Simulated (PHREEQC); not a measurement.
Make-up at 35 °C: 0.11 mol/kgw NiCl2, 0.034 mol/kgw Na2SO4 and 0.004 mol/kgw FeSO4. Closed to the air; pH follows from the charge balance.

The numbers come from PHREEQC with the ion-association model, wateq4f.dat.

Each row changes one thing in this solution. Precipitation was switched off in this run.

```tsv
case	pH	ionic strength (mol/kgw)	SO4-2 (mol/kgw)	Fe+2 (mol/kgw)	NaSO4- (mol/kgw)	FeSO4 (mol/kgw)	SI of Melanterite (FeSO4:7H2O)	SI of Mirabilite (Na2SO4:10H2O)
as made	5.68	0.339	0.0178	0.00308	0.00149	0.000693	-3.38	-4.39
FeSO4 from 0.004 to 0.0008 mol/kgw	5.68	0.333	0.0164	0.000623	0.00138	0.000131	-4.10	-4.42
diluted 2-fold with water	5.76	0.180	0.0100	0.00160	0.000530	0.000324	-3.71	-5.08
NiCl2 left out	6.32	0.102	0.0321	0.00205	0.00396	0.00195	-2.94	-3.88
NiCl2 from 0.11 to 0.099 mol/kgw	5.70	0.314	0.0183	0.00305	0.00157	0.000747	-3.35	-4.36
temperature from 35 to 20 °C	5.88	0.341	0.0185	0.00317	0.00145	0.000596	-3.15	-3.67
NiCl2 from 0.11 to 0.55 mol/kgw	5.34	1.00	0.0105	0.00324	0.000619	0.000173	-3.96	-4.88
temperature from 35 to 30 °C	5.74	0.340	0.0180	0.00311	0.00148	0.000661	-3.30	-4.16
```

The ionic strength passes 0.7 mol/kgw, the rough limit of the ion-association models, in NiCl2 from 0.11 to 0.55 mol/kgw. In wateq4f.dat the enthalpy of Ni(OH)2 has the wrong sign, so its saturation index can't be trusted away from 25 °C.
